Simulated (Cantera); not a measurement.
Feed: 1 mol V, 3.6 mol H2O, 21 mol H2, equilibrated at 680 Pa.

Method: chemical equilibrium by Gibbs-energy minimisation in Cantera with the NASA 1993 tables (ideal gas, pure condensed phases). Candidate condensed phases: H2O, V, VO, V2O3, V2O4, V2O5; 12 gas species. Equilibrium is a limit: real reactors are often held back by kinetics, nucleation or transport. All values below are at 2673 K.

Base state: H2 0.483, H 0.432, H2O 0.0405, VO2 0.0239, OH 0.00903, VO 0.00611, O 0.00517, V 0.000276 (mole fractions); condensed: gas only.

### Question
What changes in the equilibrium state with this change: H2 from 21 to 2.7 mol?

### Answer
| species | before | after |
|---|---|---|
| H | 0.432 | 0.368 |
| H2 | 0.483 | 0.351 |
| H2O | 0.0405 | 0.119 |
| VO2 | 0.0239 | 0.1000 |
| O | 0.00517 | 0.0209 |
| OH | 0.00903 | 0.0311 |
| O2 | 0.000175 | 0.00286 |
| V | 0.000276 | 7.09e-5 |
| VO | 0.00611 | 0.00633 |
